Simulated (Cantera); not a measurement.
## Stirred combustor or abatement burner

A perfectly stirred reactor is fed with 3.90 % CH4, 0.663 % C2H6, 1.64 % C3H8, 19.7 % O2, 74.1 % N2, equivalence ratio 0.93, at 5.90 bar; it is adiabatic with a 425 K inlet, and is followed from long to short residence time, starting on the burning branch (τ in s: 0.31, 0.15, 0.072, 0.035, 0.017, 0.008, 0.0038, 0.0018, 0.00089, 0.00043, 0.0002, 9.8e-05).

Model: GRI-Mech 3.0 (53 species, 325 reactions), integrated in Cantera. GRI-Mech 3.0 was tuned for natural gas; its chemistry of propane as a main component is partial and can be far from experiment.

```
τ (s)    T (K)     x CH4   x C2H6   x C3H8       x O  x CH2CO
-------  -----  --------  -------  -------  --------  -------
0.31      2292   1.42e-7  2.29e-9  6.72e-9  0.000231  8.39e-9
0.15      2292   2.88e-7  4.69e-9  1.38e-8  0.000236  1.74e-8
0.072     2292   5.85e-7  9.68e-9  2.84e-8  0.000244  3.62e-8
0.035     2292   1.16e-6  1.97e-8  5.76e-8  0.000258  7.45e-8
0.017     2289   2.24e-6  3.99e-8  1.16e-7  0.000280  1.52e-7
0.0080    2283   4.32e-6  8.31e-8  2.38e-7  0.000322  3.19e-7
0.0038    2272   7.90e-6  1.70e-7  4.74e-7  0.000394  6.50e-7
0.0018    2253   1.39e-5  3.43e-7  9.21e-7  0.000516  1.30e-6
0.00089   2229   2.31e-5  6.55e-7  1.68e-6  0.000694  2.45e-6
0.00043   2195   3.93e-5  1.26e-6  3.05e-6  0.000956  4.61e-6
0.00020   2150   7.05e-5  2.49e-6  5.69e-6   0.00132  8.78e-6
9.8e-5    2098  0.000128  4.79e-6  1.04e-5   0.00170  1.59e-5
```
x: mole fraction; the columns are a selection and need not sum to one.
